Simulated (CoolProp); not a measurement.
n-undecane along the isotherm 620 K: Z from the reference equation and from simpler models built on Tc = 638.8 K, pc = 19.90 bar, ω = 0.539; each cubic takes its own stable root.

The numbers come from the reference Helmholtz-energy equation of state, Aleksandrov 2011 in CoolProp. It is a short technical equation, of lower accuracy than the large ones.

| p (bar) | phase | reference |
|---|---|---|
| 0.663 | gas | 0.9854 |
| 1.33 | gas | 0.9705 |
| 1.99 | gas | 0.9554 |
| 2.65 | gas | 0.9401 |
| 3.32 | gas | 0.9242 |
| 3.98 | gas | 0.9082 |
| 4.64 | gas | 0.8918 |
| 5.31 | gas | 0.8748 |
| 5.97 | gas | 0.8576 |
| 6.63 | gas | 0.8399 |
| 7.3 | gas | 0.8214 |
| 7.96 | gas | 0.8025 |
| 8.63 | gas | 0.7827 |
| 9.29 | gas | 0.7624 |
| 9.95 | gas | 0.7412 |

### Question
How far does each simpler model (van der Waals, Redlich-Kwong, Soave-Redlich-Kwong, Peng-Robinson) lie from the reference over these 15 states: mean and median of the absolute difference, and the worst?

### Answer
- van der Waals: mean 4.2 %, median 3.8 %, worst +9.3 % at 620 K and 9.95 bar
- Redlich-Kwong: mean 2.4 %, median 2.1 %, worst +5.5 % at 620 K and 9.95 bar
- Soave-Redlich-Kwong: mean 1.9 %, median 1.7 %, worst +4.3 % at 620 K and 9.95 bar
- Peng-Robinson: mean 0.7 %, median 0.6 %, worst +1.8 % at 620 K and 9.95 bar
